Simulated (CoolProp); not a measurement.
Saturation properties of CH3F (R41).

Values from CoolProp's reference Helmholtz-energy equation of state, Lemmon 2006. It is a short technical equation, of lower accuracy than the large ones.

| T (K) | p (kPa) | enthalpy of vaporisation (kJ/kg) | liquid cp (kJ/(kg K)) | vapour Z | surface tension (mN/m) |
|---|---|---|---|---|---|
| 223.7 | 397.6 | 443.3 | 2.150 | 0.9007 | 11.1 |
| 230.2 | 513.8 | 431.9 | 2.180 | 0.8835 | 10.1 |
| 236.7 | 654.1 | 419.8 | 2.216 | 0.8645 | 9.20 |
| 243.2 | 821.6 | 406.8 | 2.260 | 0.8436 | 8.29 |
| 249.7 | 1020 | 393.0 | 2.313 | 0.8206 | 7.40 |
| 256.2 | 1251 | 378.1 | 2.377 | 0.7954 | 6.52 |
| 262.7 | 1520 | 362.1 | 2.457 | 0.7679 | 5.67 |
| 269.2 | 1830 | 344.5 | 2.556 | 0.7378 | 4.85 |
| 275.6 | 2179 | 325.6 | 2.683 | 0.7052 | 4.06 |
| 282.1 | 2583 | 304.3 | 2.854 | 0.6688 | 3.29 |
| 288.6 | 3042 | 280.2 | 3.098 | 0.6282 | 2.55 |
| 295.1 | 3560 | 252.4 | 3.474 | 0.5823 | 1.85 |
| 301.6 | 4145 | 219.2 | 4.150 | 0.5289 | 1.21 |

It boils at 194.8 K under 1 atm.

Surface tension comes from a separate correlation (Mulero 2012).
